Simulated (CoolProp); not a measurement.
Computed with CoolProp (reference Helmholtz-energy equation of state, Lemmon 2006). It is a short technical equation, of lower accuracy than the large ones.

Q: For toluene, give the phase and the Joule-Thomson coefficient (K/MPa), isothermal compressibility (1/MPa), Prandtl number, fugacity coefficient at 247 K and 1.02 MPa; 269.4 K and 1.02 MPa.

A: 
- 247 K and 1.02 MPa: liquid; Joule-Thomson coefficient -0.529, isothermal compressibility 0.000644, Prandtl number 13.0, fugacity coefficient 0.000143
- 269.4 K and 1.02 MPa: liquid; Joule-Thomson coefficient -0.502, isothermal compressibility 0.000748, Prandtl number 9.57, fugacity coefficient 0.000730

Viscosity comes from a separate model (Avgeri 2015). Thermal conductivity comes from a separate model (Assael 2012).
